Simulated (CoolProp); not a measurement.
Values from CoolProp's reference Helmholtz-energy equation of state, Lemmon 2006. It is a short technical equation, of lower accuracy than the large ones.

Q: For carbonyl sulfide, give the phase and the cp (kJ/(kg K)) at 346.85 °C and 81.3 kPa; 346.85 °C and 343 kPa.

A: 
- 346.85 °C and 81.3 kPa: gas; cp 0.860
- 346.85 °C and 343 kPa: gas; cp 0.863
